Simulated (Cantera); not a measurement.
A Cantera script and what it prints.

```python
import numpy as np
import cantera as ct

gas_names = [...]  # 47 gases of nasa_gas.yaml made of Cl, H, N, O, Si
cond_names = """
    H2O(s) H2O(L) NH4CL(a) NH4CL(b) Si(cr) Si(L) SiO2(Lqz) SiO2(hqz) SiO2(L) Si2N2O(s) Si3N4(a)
""".split()


# ... load() reads the species with a 1 bar reference pressure and builds the phases ...
atoms = {
    'SiCl4': {'Si': 1, 'CL': 4},
    'NO': {'N': 1, 'O': 1},
    'H2': {'H': 2},
}
top_T = {'Si2N2O(s)': 2100, 'Si3N4(a)': 2400}  # K; cautious upper limits of use, not melting points


# ... equilibrate(T, P, feed) seeds the gas with the atoms and calls Mixture.equilibrate('TP', solver="vcs", rtol=1e-11, max_steps=5000) ...
results = []
feed = {'SiCl4': 1, 'NO': 2.6, 'H2': 2.8}  # mol
P = 4700  # Pa
for T in [700, 750, 800, 850, 900, 950, 1000, 1050, 1100, 1150, 1200]:
    mix = equilibrate(T, P, feed)
    results.append((T, P, feed, dict(zip(mix.species_names, mix.species_moles))))
    x = sorted(zip(gas.X, gas.species_names), reverse=True)
    print(f"T = {T:g} K  P = {P:g} Pa  gas = {mix.phase_moles(0):.4g} mol")
    print("   x: " + "  ".join(f"{s} {v:.3e}" for v, s in x if v > 0.001))
    print("   condensed (mol): " + ("  ".join(f"{mix.phase(i).name} {mix.phase_moles(i):.4g}"
          for i in range(1, mix.n_phases) if mix.phase_moles(i) > 1e-12) or "none"))
```

Result:

```
T = 700 K  P = 4700 Pa  gas = 6.1 mol
   x: HCL 6.557e-01  N2 2.131e-01  H2O 9.836e-02  H2 3.279e-02
   condensed (mol): SiO2(Lqz) 1
T = 750 K  P = 4700 Pa  gas = 6.1 mol
   x: HCL 6.557e-01  N2 2.131e-01  H2O 9.836e-02  H2 3.279e-02
   condensed (mol): SiO2(Lqz) 1
T = 800 K  P = 4700 Pa  gas = 6.1 mol
   x: HCL 6.557e-01  N2 2.131e-01  H2O 9.836e-02  H2 3.279e-02
   condensed (mol): SiO2(Lqz) 1
T = 850 K  P = 4700 Pa  gas = 6.1 mol
   x: HCL 6.557e-01  N2 2.131e-01  H2O 9.836e-02  H2 3.279e-02
   condensed (mol): SiO2(hqz) 1
T = 900 K  P = 4700 Pa  gas = 6.1 mol
   x: HCL 6.557e-01  N2 2.131e-01  H2O 9.836e-02  H2 3.279e-02
   condensed (mol): SiO2(hqz) 1
T = 950 K  P = 4700 Pa  gas = 6.1 mol
   x: HCL 6.557e-01  N2 2.131e-01  H2O 9.836e-02  H2 3.279e-02
   condensed (mol): SiO2(hqz) 1
T = 1000 K  P = 4700 Pa  gas = 6.1 mol
   x: HCL 6.557e-01  N2 2.131e-01  H2O 9.836e-02  H2 3.279e-02
   condensed (mol): SiO2(hqz) 1
T = 1050 K  P = 4700 Pa  gas = 6.1 mol
   x: HCL 6.557e-01  N2 2.131e-01  H2O 9.836e-02  H2 3.279e-02
   condensed (mol): SiO2(hqz) 1
T = 1100 K  P = 4700 Pa  gas = 6.1 mol
   x: HCL 6.557e-01  N2 2.131e-01  H2O 9.836e-02  H2 3.279e-02
   condensed (mol): SiO2(hqz) 1
T = 1150 K  P = 4700 Pa  gas = 6.1 mol
   x: HCL 6.557e-01  N2 2.131e-01  H2O 9.836e-02  H2 3.279e-02
   condensed (mol): SiO2(hqz) 1
T = 1200 K  P = 4700 Pa  gas = 6.1 mol
   x: HCL 6.557e-01  N2 2.131e-01  H2O 9.836e-02  H2 3.279e-02
   condensed (mol): SiO2(hqz) 1
```

Cantera equilibrium calculation (NASA polynomials, part measured and part estimated; ideal gas, pure solids and liquids). The tables hold silica as quartz up to 1696 K and as liquid above; real silica turns to tridymite and cristobalite and melts near 1996 K.
